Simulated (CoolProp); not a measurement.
Vapour-liquid equilibrium of R125 (1) + R152A (2) at 17.85 °C; x and y are mole fractions of (1).

Model: multi-fluid Helmholtz-energy mixture model, Lemmon 2005 and Outcalt 1996; pair parameters Bell 2016, in CoolProp.

```json
[
 {"x": "0.05", "bubble pressure (bar)": "5.129", "y at the bubble point": "0.102", "dew pressure at overall composition x (bar)": "?", "liquid density (mol/L)": "?"},
 {"x": "0.15", "bubble pressure (bar)": "5.753", "y at the bubble point": "0.269", "dew pressure at overall composition x (bar)": "5.295", "liquid density (mol/L)": "13.29"},
 {"x": "0.25", "bubble pressure (bar)": "6.350", "y at the bubble point": "?", "dew pressure at overall composition x (bar)": "5.676", "liquid density (mol/L)": "12.91"},
 {"x": "0.35", "bubble pressure (bar)": "6.939", "y at the bubble point": "0.515", "dew pressure at overall composition x (bar)": "6.104", "liquid density (mol/L)": "12.54"},
 {"x": "0.45", "bubble pressure (bar)": "7.536", "y at the bubble point": "0.614", "dew pressure at overall composition x (bar)": "6.587", "liquid density (mol/L)": "12.19"},
 {"x": "0.55", "bubble pressure (bar)": "8.154", "y at the bubble point": "0.703", "dew pressure at overall composition x (bar)": "7.138", "liquid density (mol/L)": "11.84"},
 {"x": "0.65", "bubble pressure (bar)": "8.801", "y at the bubble point": "?", "dew pressure at overall composition x (bar)": "7.775", "liquid density (mol/L)": "?"},
 {"x": "0.75", "bubble pressure (bar)": "9.485", "y at the bubble point": "0.854", "dew pressure at overall composition x (bar)": "8.528", "liquid density (mol/L)": "11.14"},
 {"x": "0.85", "bubble pressure (bar)": "10.21", "y at the bubble point": "0.918", "dew pressure at overall composition x (bar)": "9.446", "liquid density (mol/L)": "10.79"},
 {"x": "0.95", "bubble pressure (bar)": "10.97", "y at the bubble point": "0.974", "dew pressure at overall composition x (bar)": "10.62", "liquid density (mol/L)": "10.43"}
]
```

### Question
Some entries are withheld; supply them.

### Answer

- 0.05, dew pressure at overall composition x (bar): 4.955
- 0.05, liquid density (mol/L): 13.68
- 0.25, y at the bubble point: 0.402
- 0.65, y at the bubble point: 0.782
- 0.65, liquid density (mol/L): 11.49

No azeotrope shows between x = 0.05 and 0.95.

The pair parameters rest on a limited set of measurements; away from them the model extrapolates.
